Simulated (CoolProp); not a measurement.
Vapour-liquid equilibrium of carbon dioxide (1) + propane (2) at -42.45 °C; x and y are mole fractions of (1).

The numbers come from the multi-fluid Helmholtz-energy mixture model, Span 1996 and Lemmon 2009; pair parameters Kunz 2012 in CoolProp.

```tsv
x	bubble pressure, mixture model (bar)	bubble pressure, Raoult's law (bar)	y, mixture model	y, Raoult's law
0.05	1.882	1.407	0.481	0.326
0.2	4.431	2.632	0.799	0.697
0.35	(withheld)	3.858	0.871	0.832
0.5	(withheld)	5.083	0.899	0.902
0.65	7.894	6.309	0.915	0.945
0.8	8.374	7.535	(withheld)	0.974
0.95	8.961	8.760	0.974	0.994
```

Task: Fill in the missing entries.

Result: 
- 0.35, bubble pressure, mixture model (bar): 6.277
- 0.5, bubble pressure, mixture model (bar): 7.319
- 0.8, y, mixture model: 0.934

The largest gap from Raoult's law is +68.4 % in bubble pressure, at x = 0.2. No azeotrope shows between x = 0.05 and 0.95.

Pair parameters are fitted to limited data, so mixtures are less certain than the pure fluids. With so large a gap from Raoult's law the liquid may split in two, which this calculation doesn't test in full.
